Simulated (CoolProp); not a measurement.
Decamethylcyclopentasiloxane (D5) along the isotherm 620 K: density (kg/m³) from the reference equation and from simpler models built on Tc = 618.3 K, pc = 10.78 bar, ω = 0.631; each cubic takes its own stable root.

Computed with CoolProp (reference Helmholtz-energy equation of state, Thol 2019).

| p (bar) | phase | reference |
|---|---|---|
| 1.15 | gas | 8.604 |
| 2.31 | gas | 18.06 |
| 3.46 | gas | 28.39 |
| 4.62 | gas | 40.08 |
| 5.77 | gas | 53.35 |
| 6.93 | gas | 69.19 |
| 8.08 | gas | 88.74 |
| 9.24 | gas | 115.7 |
| 10.4 | gas | 163.1 |
| 11.5 | supercritical | 405.3 |
| 12.7 | supercritical | 448.6 |
| 13.9 | supercritical | 470.0 |
| 15 | supercritical | 483.8 |
| 16.2 | supercritical | 495.7 |

Task: How far does each simpler model (van der Waals, Soave-Redlich-Kwong) lie from the reference over these 14 states: mean and median of the absolute difference, and the worst?

Result: 
- van der Waals: mean 15.3 %, median 8.6 %, worst -33.7 % at 620 K and 12.7 bar
- Soave-Redlich-Kwong: mean 9.4 %, median 4.2 %, worst -24.9 % at 620 K and 11.5 bar
